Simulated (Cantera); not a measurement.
Feed: 1 mol BN, 0.14 mol H2, held at 1773 K and 20.0 mbar.

Cantera equilibrium calculation (NASA polynomials, part measured and part estimated; ideal gas, pure solids and liquids). Candidate condensed phases: B, BN; 15 gas species. The tables' values for BH2 are old estimates; treat these amounts as uncertain. The numbers say what is thermodynamically allowed, not how fast it happens.

Base state: H2 0.998, H 0.00201, N2 0.000128, BH2 0.000107 (mole fractions); condensed: BN(s).

What changes in the equilibrium state with this change: BN replaced by Si3N4?


| species | before | after |
|---|---|---|
| H2 | 0.998 | 0.717 |
| N2 | 0.000128 | 0.281 |
| H | 0.00201 | 0.00170 |
| Si | 0 | 0.000107 |
| BH2 | 0.000107 | 0 |
| SiH2 | 0 | 1.77e-5 |
| SiH | 0 | 1.57e-5 |
| BN(s), mol | 1.000 | 0 |
| Si(l), mol | 0 | 0.0823 |
| Si3N4(s), mol | 0 | 0.973 |
Mutual solubility and eutectic melting of coexisting phases are not modelled. Gases not in the tables: Si2H6 and higher silanes. Further candidate phases: Si, Si3N4.
